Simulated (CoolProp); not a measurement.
R1123 at several states: Z from the reference equation and from simpler models built on Tc = 58.6 °C, pc = 4.549 MPa, ω = 0.243; each cubic takes its own stable root.

Model: reference Helmholtz-energy equation of state, Akasaka 2020, in CoolProp.

```csv
T (°C),p (MPa),phase,reference
-68.45,0.0808,liquid,0.002849
96.75,0.0749,gas,0.9960
189.55,0.641,gas,0.9857
-40.65,0.0386,gas,0.9902
37.95,2.02,gas,0.7684
```

Q: How far does each simpler model (Redlich-Kwong, Soave-Redlich-Kwong, Peng-Robinson) lie from the reference over these 5 states: mean and median of the absolute difference, and the worst?

A: 
- Redlich-Kwong: mean 6836.3 %, median 0.3 %, worst +34178.7 % at -68.45 °C and 0.0808 MPa
- Soave-Redlich-Kwong: mean 2.2 %, median 0.1 %, worst +9.6 % at -68.45 °C and 0.0808 MPa
- Peng-Robinson: mean 0.9 %, median 0.3 %, worst -2.9 % at -68.45 °C and 0.0808 MPa

At some of these states Redlich-Kwong gives the other phase, because its saturation line lies elsewhere.
